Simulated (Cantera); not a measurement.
Input (Python, Cantera) and output of one run.

```python
import numpy as np
import cantera as ct

gas_names = """
    C CN CO CO2 C2 CCN CNC C2N2 C2O C3 C3O2 C4 C4N2 C5 N NCO NO NO2 NO3 N2 N2O O O2 O3 Pb PbO Pb2
""".split()
cond_names = """
    C(gr) Pb(cr) Pb(L) PbO(rd) PbO(yw) PbO(L) PbO2(s) Pb3O4(s)
""".split()


# ... load() reads the species with a 1 bar reference pressure and builds the phases ...
atoms = {
    'Pb': {'Pb': 1},
    'CO': {'C': 1, 'O': 1},
    'N2': {'N': 2},
}
top_T = {'C(gr)': 4500, 'Pb3O4(s)': 820}  # K; cautious upper limits of use, not melting points


# ... equilibrate(T, P, feed) seeds the gas with the atoms and calls Mixture.equilibrate('TP', solver="vcs", rtol=1e-11, max_steps=5000) ...
results = []
P = 530  # Pa
for T in [1148, 1198, 1248, 1298, 1348, 1398, 1448, 1498, 1548, 1598]:
    for m in [0.16, 0.31, 0.58, 1.1, 2, 3.8, 7.1]:
        feed = {'Pb': 1, 'CO': 5.9, 'N2': m}  # mol
        mix = equilibrate(T, P, feed)
        results.append((T, P, feed, dict(zip(mix.species_names, mix.species_moles))))

for T, P, feed, n in results:
    print(f"{T:7g} {feed['N2']:10.4g}  " + (" + ".join(c for c in cond_names if n.get(c, 0) > 1e-12) or "gas only"))
```

It prints:

```
   1148       0.16  C(gr) + Pb(L)
   1148       0.31  C(gr) + Pb(L)
   1148       0.58  C(gr) + Pb(L)
   1148        1.1  C(gr) + Pb(L)
   1148          2  C(gr) + Pb(L)
   1148        3.8  C(gr) + Pb(L)
   1148        7.1  C(gr) + Pb(L)
   1198       0.16  C(gr) + Pb(L)
   1198       0.31  C(gr) + Pb(L)
   1198       0.58  C(gr) + Pb(L)
   1198        1.1  C(gr) + Pb(L)
   1198          2  C(gr)
   1198        3.8  C(gr)
   1198        7.1  C(gr)
   1248       0.16  C(gr)
   1248       0.31  C(gr)
   1248       0.58  C(gr)
   1248        1.1  C(gr)
   1248          2  C(gr)
   1248        3.8  C(gr)
   1248        7.1  C(gr)
   1298       0.16  C(gr)
   1298       0.31  C(gr)
   1298       0.58  C(gr)
   1298        1.1  C(gr)
   1298          2  C(gr)
   1298        3.8  C(gr)
   1298        7.1  C(gr)
   1348       0.16  C(gr)
   1348       0.31  C(gr)
   1348       0.58  C(gr)
   1348        1.1  C(gr)
   1348          2  C(gr)
   1348        3.8  C(gr)
   1348        7.1  C(gr)
   1398       0.16  C(gr)
   1398       0.31  C(gr)
   1398       0.58  C(gr)
   1398        1.1  C(gr)
   1398          2  C(gr)
   1398        3.8  C(gr)
   1398        7.1  C(gr)
   1448       0.16  C(gr)
   1448       0.31  C(gr)
   1448       0.58  C(gr)
   1448        1.1  C(gr)
   1448          2  C(gr)
   1448        3.8  C(gr)
   1448        7.1  C(gr)
   1498       0.16  C(gr)
   1498       0.31  C(gr)
   1498       0.58  C(gr)
   1498        1.1  C(gr)
   1498          2  C(gr)
   1498        3.8  C(gr)
   1498        7.1  C(gr)
   1548       0.16  C(gr)
   1548       0.31  C(gr)
   1548       0.58  C(gr)
   1548        1.1  C(gr)
   1548          2  C(gr)
   1548        3.8  C(gr)
   1548        7.1  C(gr)
   1598       0.16  C(gr)
   1598       0.31  C(gr)
   1598       0.58  C(gr)
   1598        1.1  C(gr)
   1598          2  C(gr)
   1598        3.8  C(gr)
   1598        7.1  C(gr)
```

These are equilibrium values from Cantera (NASA tables, ideal gas, pure condensed phases), not measurements of a reactor.
